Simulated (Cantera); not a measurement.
Input (Python, Cantera) and output of one run.

```python
import numpy as np
import cantera as ct

gas_names = [...]  # 123 gases of nasa_gas.yaml made of C, H, O, Si
cond_names = """
    C(gr) C6H6(L) C7H8(L) C8H18(L),n-octa H2O(s) H2O(L) Si(cr) Si(L) SiC(b) SiO2(Lqz) SiO2(hqz) SiO2(L)
""".split()


# ... load() reads the species with a 1 bar reference pressure and builds the phases ...
atoms = {
    'Si2H6': {'Si': 2, 'H': 6},
    'CO2': {'C': 1, 'O': 2},
}
top_T = {'C(gr)': 4500, 'SiC(b)': 3050}  # K; cautious upper limits of use, not melting points


# ... equilibrate(T, P, feed) seeds the gas with the atoms and calls Mixture.equilibrate('TP', solver="vcs", rtol=1e-11, max_steps=5000) ...
results = []
feed = {'Si2H6': 1, 'CO2': 10}  # mol
T = 1525  # K
P = 16  # Pa
mix = equilibrate(T, P, feed)
results.append((T, P, feed, dict(zip(mix.species_names, mix.species_moles))))
x = sorted(zip(gas.X, gas.species_names), reverse=True)
print(f"T = {T:g} K  P = {P:g} Pa  gas = {mix.phase_moles(0):.4g} mol")
print("   x: " + "  ".join(f"{s} {v:.3e}" for v, s in x if v > 0.0001))
print("   condensed (mol): " + ("  ".join(f"{mix.phase(i).name} {mix.phase_moles(i):.4g}"
      for i in range(1, mix.n_phases) if mix.phase_moles(i) > 1e-12) or "none"))
```

Result:

```
T = 1525 K  P = 16 Pa  gas = 13 mol
   x: CO 4.569e-01  CO2 3.121e-01  H2O 1.493e-01  H2 8.116e-02  H 5.328e-04
   condensed (mol): SiO2(hqz) 2
```

Method: chemical equilibrium by Gibbs-energy minimisation in Cantera with the NASA 1993 tables (ideal gas, pure condensed phases). The feed counts by its element totals alone. The tables hold silica as quartz up to 1696 K and as liquid above; real silica turns to tridymite and cristobalite and melts near 1996 K.
